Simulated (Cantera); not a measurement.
# Transport properties of process gases

Gas mixture: 43.6 % C₂H₂, 56.4 % CH₃OH, at 0.143 Torr, frozen composition.

Cantera's kinetic-theory transport with the Lennard-Jones parameters of GRI-Mech 3.0, ideal gas; thermal conductivity in the mixture-averaged form. Polar gases are described roughly by these parameters.

```tsv
T (K)	ρ (kg/m³)	cp (J/kg/K)	μ (µPa s)	λ (mW/m/K)	Pr	D (cm²/s) N₂	D (cm²/s) NO	D (cm²/s) C₂H₂
400	0.000168	1730	13.3	31.3	0.736	1450	1420	1090
500	0.000134	1952	16.4	43.4	0.738	2170	2130	1670
600	0.000112	2152	19.4	56.2	0.742	2990	2940	2350
700	9.61e-5	2324	22.2	69.2	0.744	3920	3850	3120
800	8.40e-5	2470	24.8	82.2	0.745	4930	4850	3970
900	7.47e-5	2598	27.3	95.1	0.746	6040	5930	4900
```
D: mixture-averaged diffusion coefficient of that species in the mixture.
